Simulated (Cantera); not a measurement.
Feed: 1 mol TiCl4, 40 mol H2, 2.7 mol CH4, held at 1127 °C and 75.0 Torr.

Equilibrium computed with Cantera from the NASA thermochemical tables; the gas is ideal and each condensed phase is pure. Candidate condensed phases: C, C6H6, C7H8, C8H18, Ti, TiC, TiCl2, TiCl3, TiCl4; 96 gas species. TiC: taken at fixed stoichiometry. Kinetics and transport are ignored.

Base state: H2 0.915, HCl 0.0840, CH4 0.000362, TiCl3 0.000110, TiCl4 1.96e-5, H 1.47e-5 (mole fractions); condensed: C(graphite) + TiC(s).

Question: What changes in the equilibrium state with this change: TiCl4 replaced by Ti?

Answer: 
```
species             before     after
----------------  --------  --------
H2                   0.915     1.000
CH4               0.000362  0.000432
H                  1.47e-5   1.54e-5
HCl                 0.0840         0
TiCl3             0.000110         0
TiCl4              1.96e-5         0
C(graphite), mol      1.69      1.68
TiC(s), mol          0.994      1.00
```
